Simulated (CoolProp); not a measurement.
Values from CoolProp's reference Helmholtz-energy equation of state, Lemmon 2006. It is a short technical equation, of lower accuracy than the large ones.

Task: Give the vapour pressure (kPa), liquid density (kg/m³), vapour density (kg/m³), enthalpy of vaporisation (kJ/kg) of saturated C2F6 (R116) at -51.05, -41.25, -12.05 °C.

Result: 
| T (°C) | p (kPa) | liquid density (kg/m³) | vapour density (kg/m³) | enthalpy of vaporisation (kJ/kg) |
|---|---|---|---|---|
| -51.05 | 355 | 1480 | 29.8 | 104 |
| -41.25 | 516 | 1430 | 43.1 | 98.3 |
| -12.05 | 1320 | 1240 | 117 | 76.5 |
